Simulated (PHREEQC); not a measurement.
# Copper plating or etch bath (model solution)

Make-up at 25 °C: 0.0087 mol CuCl2 and 0.0016 mol HBF4 per kg of water. Closed to the air; pH follows from the charge balance.

Model: ion-association model, phreeqc.dat, run in PHREEQC.

Precipitation was switched off in this run.

Problem. What pH, ionic strength does the model give?

Solution. pH 2.77; ionic strength 0.0274 mol/kgw.

Problem. In which forms is F present?

Solution. BF4- 39 %, HF 36 %, F- 17 %, BF3OH- 4.6 %, BF2(OH)2- 1.8 %, CuF+ 1.4 % of the F.

Real BF4- forms and hydrolyses slowly; the run takes it at equilibrium.
